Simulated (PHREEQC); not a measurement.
Make-up at 25 °C: 0.0088 mol/kgw KOH. Closed to the air; pH follows from the charge balance.

Model: ion-association model, phreeqc.dat, run in PHREEQC.

No solid was allowed to form.

Q: Estimate the pH, specific conductance.

A: pH 11.90; specific conductance 2230 µS/cm.

Complexes and solids missing from the database can't appear.
